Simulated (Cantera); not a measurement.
An isothermal, constant-pressure homogeneous reactor starts with H2 : O2 : N2 = 0.019 : 1 : 4.3 (molar parts), equivalence ratio 0.0095, at 1050 K and 1330 Pa. Integrator tolerance rtol = 1e-08.

Model: GRI-Mech 3.0 (53 species, 325 reactions), integrated in Cantera. Radical loss at walls, strong at low pressure, is not modelled.

Problem. What does this change do: temperature 1050 to 1300 K?

Solution. 
```tsv
quantity	before	after
x(H2) at 100 s	1.43e-9 (gas-phase equilibrium 2.61e-11)	1.55e-8 (gas-phase equilibrium 6.27e-9)
x(O2) at 100 s	0.187 (gas-phase equilibrium 0.187)	0.187 (gas-phase equilibrium 0.186)
x(NO2) at 100 s	3.51e-11 (gas-phase equilibrium 2.13e-7)	1.15e-10 (gas-phase equilibrium 4.47e-7)
x(O) at 100 s	1.32e-7 (gas-phase equilibrium 2.52e-9)	1.64e-6 (gas-phase equilibrium 6.66e-7)
x(HO2) at 100 s	7.34e-10 (gas-phase equilibrium 1.17e-10)	2.16e-9 (gas-phase equilibrium 2.20e-9)
x(NO) at 100 s	1.86e-8 (gas-phase equilibrium 5.07e-5)	1.76e-7 (gas-phase equilibrium 0.000380)
x(H) at 100 s	1.37e-10 (gas-phase equilibrium <1e-12)	2.96e-9 (gas-phase equilibrium 7.64e-10)
```
